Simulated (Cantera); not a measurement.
An isothermal, constant-pressure homogeneous reactor starts with NO : N₂ = 1 : 12 (molar parts), at 1900 K and 10.00 Torr.

Model: GRI-Mech 3.0 (53 species, 325 reactions), integrated in Cantera. Radical loss at walls, strong at low pressure, is not modelled.

x: mole fraction; the columns are a selection and need not sum to one.

| t (s) | x NO | x O | x N₂O | x NO₂ | x N₂ |
|---|---|---|---|---|---|
| 1.00e-6 | 0.0769 | 4.27e-11 | 4.27e-11 | <1e-12 | 0.923 |
| 5.34e-6 | 0.0769 | 2.28e-10 | 2.28e-10 | <1e-12 | 0.923 |
| 2.85e-5 | 0.0769 | 1.22e-9 | 1.21e-9 | <1e-12 | 0.923 |
| 0.000152 | 0.0769 | 6.49e-9 | 6.48e-9 | <1e-12 | 0.923 |
| 0.000811 | 0.0769 | 3.48e-8 | 3.44e-8 | 1.92e-11 | 0.923 |
| 0.00433 | 0.0769 | 1.91e-7 | 1.78e-7 | 4.99e-10 | 0.923 |
| 0.0231 | 0.0769 | 1.14e-6 | 8.20e-7 | 9.82e-9 | 0.923 |
| 0.123 | 0.0769 | ? | ? | ? | 0.923 |
| 0.658 | 0.0768 | 4.75e-5 | 2.52e-6 | 6.13e-7 | 0.923 |
| 3.51 | 0.0761 | 0.000109 | 2.36e-6 | 1.26e-6 | 0.923 |
| 18.7 | 0.0711 | ? | ? | ? | 0.926 |
| 100 | 0.0391 | 0.000365 | 5.42e-7 | 2.76e-6 | 0.942 |

**Question.** Complete the blanks.

**Answer.** 
- 0.123, x O: 8.12e-6
- 0.123, x N₂O: 2.25e-6
- 0.123, x NO₂: 1.09e-7
- 18.7, x O: 0.000171
- 18.7, x N₂O: 1.98e-6
- 18.7, x NO₂: 2.08e-6
